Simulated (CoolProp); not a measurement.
Properties of C2F6 (R116) along the isobar 1210 kPa.

Computed with CoolProp (reference Helmholtz-energy equation of state, Lemmon 2006). It is a short technical equation, of lower accuracy than the large ones.

```csv
T (°C),phase,cp (kJ/(kg K)),isothermal compressibility (1/MPa)
-3.85,gas,0.8801,1.115
13.05,gas,0.8543,1.017
30.05,gas,0.8532,0.9633
47.05,gas,0.8619,0.9298
64.05,gas,0.8749,0.9068
81.05,gas,0.8901,0.8902
97.95,gas,0.9062,0.8777
114.95,gas,0.9226,0.8680
131.95,gas,0.9389,0.8603
148.95,gas,0.9549,0.8541
```
